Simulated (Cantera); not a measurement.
Charge: 1 mol C2H4, 0.078 mol O2, 16 mol H2, 0.46 mol H2O, at 2498 K and 32.0 Pa.

Equilibrium computed with Cantera from the NASA thermochemical tables; the gas is ideal and each condensed phase is pure. Candidate condensed phases: C, C6H6, C7H8, C8H18, H2O; 110 gas species. Equilibrium is a limit: real reactors are often held back by kinetics, nucleation or transport.

Base state: H 0.712, H2 0.261, CO 0.0207, C2H2 (acetylene) 0.00280, C3 0.00151, C2H 0.000546, C 0.000506, C2 0.000139 (mole fractions); condensed: C(graphite).

**Question.** What changes in the equilibrium state with this change: pressure from 32.0 Pa to 59.0 Pa?

**Answer.** 
```
species             before     after
----------------  --------  --------
H                    0.712     0.614
H2                   0.261     0.358
CO                  0.0207    0.0223
C3                 0.00151  0.000817
C                 0.000506  0.000274
C2                0.000139   7.52e-5
C2H2 (acetylene)   0.00280   0.00384
C(graphite), mol      1.02      1.06
```

**Question.** What changes in the equilibrium state with this change: temperature from 2498 K to 1723 K?

**Answer.** 
```
species             before    after
----------------  --------  -------
H2                   0.261    0.958
CO                  0.0207   0.0321
H                    0.712  0.00998
C3                 0.00151    <1e-9
C                 0.000506    <1e-9
C2                0.000139    <1e-9
C2H               0.000546  5.62e-9
C(graphite), mol      1.02     1.38
```

**Question.** What changes in the equilibrium state with this change: pressure from 32.0 Pa to 0.100 bar?

**Answer.** 
```
species             before    after
----------------  --------  -------
H2                   0.261    0.885
H                    0.712   0.0741
CO                  0.0207   0.0311
CH4                3.29e-9  1.18e-5
C3                 0.00151  4.82e-6
C                 0.000506  1.62e-6
C2                0.000139  4.44e-7
C(graphite), mol      1.02     1.00
```
